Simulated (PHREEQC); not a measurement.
0.017 g of hydrous ferric oxide (600 m²/g; 0.2 weak and 0.005 strong sites per Fe, Dzombak-Morel constants, diffuse double layer) in 1 kg of water with 0.1 mol/kgw of an inert sodium salt and 0.061 mmol/kgw BaCl2, 0.00013 mmol/kgw CuCl2 and 9.6e-05 mmol/kgw Na2SO4, at 25 °C; the pH is set by adding NaOH or the inert anion's acid. Oxygen alone is held at its pressure in air (log pO2 = -0.68). CO2 from the air is kept out. Precipitation was switched off in this run.

All values are PHREEQC results (ion-association model, wateq4f.dat), not measurements.

| pH | Ba sorbed (%) | Cu sorbed (%) | S sorbed (%) | surface charge σ (C/m²) | surface potential ψ (mV) |
|---|---|---|---|---|---|
| 3 | 0.0 | 0.0 | 83.7 | 0.362 | 152 |
| 4 | 0.0 | 0.2 | 78.7 | 0.320 | 146 |
| 4.5 | 0.0 | 1.3 | 68.4 | ___ | 138 |
| 5 | 0.0 | 9.6 | 48.5 | 0.214 | 126 |
| 6 | 0.0 | 84.5 | 8.0 | 0.112 | ___ |
| 7 | 0.1 | 99.4 | ___ | 0.045 | ___ |
| 7.5 | 0.4 | 99.5 | ___ | 0.024 | 31 |
| 8 | ___ | ___ | 0.0 | 0.006 | 9 |
| 9 | 1.8 | 96.1 | 0.0 | -0.030 | -37 |

Task: Complete the blanks.

Result: 
- 4.5, surface charge σ (C/m²): 0.272
- 6, surface potential ψ (mV): 94
- 7, S sorbed (%): 0.4
- 7, surface potential ψ (mV): 53
- 7.5, S sorbed (%): 0.1
- 8, Ba sorbed (%): 1.0
- 8, Cu sorbed (%): 98.9

The database's constant for dissolved Cu(OH)2 is higher than later reviews accept. The oxide is taken as insoluble; below pH 4 it would dissolve.
